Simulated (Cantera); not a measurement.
**Thermodynamics of abatement and gas-phase synthesis, feed HCl + O2 + N2**

A closed system holds: 1 mol HCl, 0.04 mol O2, 3.9 mol N2, held at 0.000160 bar.

These are equilibrium values from Cantera (NASA tables, ideal gas, pure condensed phases), not measurements of a reactor. Candidate condensed phases: H2O, NH4Cl; 29 gas species. Rates play no part.

```json
[
 {"T (°C)": "1525", "x N2": "0.777", "x HCl": "0.155", "x Cl": "0.0440", "x H": "0.00209", "x H2": "0.00566", "x H2O": "0.0151", "x O": "0.000105", "x OH": "0.000368"},
 {"T (°C)": "1575", "x N2": "0.774", "x HCl": "0.147", "x Cl": "0.0510", "x H": "0.00386", "x H2": "0.00849", "x H2O": "0.0148", "x O": "0.000172", "x OH": "0.000496"},
 {"T (°C)": "1625", "x N2": "0.769", "x HCl": "0.138", "x Cl": "0.0594", "x H": "0.00668", "x H2": "0.0117", "x H2O": "0.0144", "x O": "0.000288", "x OH": "0.000671"},
 {"T (°C)": "1675", "x N2": "0.763", "x HCl": "0.126", "x Cl": "0.0692", "x H": "0.0109", "x H2": "0.0150", "x H2O": "0.0137", "x O": "0.000488", "x OH": "0.000903"},
 {"T (°C)": "1725", "x N2": "0.756", "x HCl": "0.114", "x Cl": "0.0799", "x H": "0.0171", "x H2": "0.0181", "x H2O": "0.0127", "x O": "0.000823", "x OH": "0.00119"},
 {"T (°C)": "1775", "x N2": "0.747", "x HCl": "0.100", "x Cl": "0.0913", "x H": "0.0255", "x H2": "0.0207", "x H2O": "0.0115", "x O": "0.00136", "x OH": "0.00153"},
 {"T (°C)": "1825", "x N2": "0.737", "x HCl": "0.0862", "x Cl": "0.103", "x H": "0.0365", "x H2": "0.0225", "x H2O": "0.00981", "x O": "0.00219", "x OH": "0.00189"},
 {"T (°C)": "1875", "x N2": "0.726", "x HCl": "0.0720", "x Cl": "0.114", "x H": "0.0501", "x H2": "0.0231", "x H2O": "0.00787", "x O": "0.00335", "x OH": "0.00219"},
 {"T (°C)": "1925", "x N2": "0.714", "x HCl": "0.0584", "x Cl": "0.125", "x H": "0.0660", "x H2": "0.0225", "x H2O": "0.00579", "x O": "0.00485", "x OH": "0.00237"}
]
```
x: gas mole fraction; nothing condenses.

From 1525 °C to 1925 °C nothing is condensed.
